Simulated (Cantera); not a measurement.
A closed system holds: 1 mol Mg(OH)₂, 0.052 mol C, 0.26 mol H₂O, equilibrated at 1325 °C and 1.00 bar.

Method: chemical equilibrium by Gibbs-energy minimisation in Cantera with the NASA 1993 tables (ideal gas, pure condensed phases). Candidate condensed phases: C, C₆H₆, C₇H₈, C₈H₁₈, H₂O, Mg, MgCO₃, MgO, Mg(OH)₂; 116 gas species. Equilibrium is a limit: real reactors are often held back by kinetics, nucleation or transport.

Base state: H₂O 0.889, H₂ 0.0716, CO₂ 0.0319, CO 0.00770, H 1.42e-5 (mole fractions); condensed: MgO(s).

### Question
What changes in the equilibrium state with this change: pressure from 1.00 bar to 16.0 Pa?

### Answer
```tsv
species	before	after
H₂O	0.889	0.887
H₂	0.0716	0.0713
CO₂	0.0319	0.0319
H	1.42e-5	0.00112
OH	6.88e-6	0.000544
O₂	6.48e-9	4.06e-5
CO	0.00770	0.00769
MgO(s), mol	1.000	1.000
```
